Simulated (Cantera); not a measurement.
Input: 1 mol Fe, 14 mol H2O, 8.2 mol CO, 0.35 mol NH3, equilibrated at 1425 K and 2100000 Pa.

Method: chemical equilibrium by Gibbs-energy minimisation in Cantera with the NASA 1993 tables (ideal gas, pure condensed phases). Candidate condensed phases: C, C6H6, C7H8, C8H18, Fe, Fe(CO)5, FeO, Fe(OH)2, Fe(OH)3, Fe2O3, Fe3O4, H2O; 140 gas species. The tables' stoichiometric FeO is somewhat more stable than real wüstite, so its field is too wide. FeO: taken at fixed stoichiometry. Equilibrium is a limit: real reactors are often held back by kinetics, nucleation or transport.

Base state: H2O 0.409, H2 0.225, CO 0.199, CO2 0.159, N2 0.00763, CH4 2.81e-5, NH3 1.54e-5 (mole fractions); condensed: FeO(s).

Q: What changes in the equilibrium state with this change: temperature from 1425 K to 1000 K?

A: 
```tsv
species	before	after
H2O	0.409	0.395
CO2	0.159	0.253
H2	0.225	0.212
CO	0.199	0.0944
CH4	2.81e-5	0.0376
NH3	1.54e-5	0.000107
N2	0.00763	0.00816
FeO(s), mol	1.000	1.00
```

Q: What changes in the equilibrium state with this change: temperature from 1425 K to 1998 K?

A: 
```
species       before     after
-----------  -------  --------
H2O            0.409     0.445
CO             0.199     0.236
H2             0.225     0.188
CO2            0.159     0.122
Fe(OH)2      2.99e-6  0.000174
OH           2.80e-8   3.57e-5
CH4          2.81e-5   7.89e-8
H            7.07e-7  0.000152
NH3          1.54e-5   3.03e-6
N2           0.00763   0.00764
FeO(s), mol    1.000         0
FeO(l), mol        0     0.996
```

Q: What changes in the equilibrium state with this change: CO from 8.2 to 1.5 mol?

A: 
```tsv
species	before	after
H2O	0.409	0.740
H2	0.225	0.157
CO2	0.159	0.0625
CO	0.199	0.0301
N2	0.00763	0.0108
CH4	2.81e-5	7.88e-7
NH3	1.54e-5	1.06e-5
FeO(s), mol	1.000	1.000
```
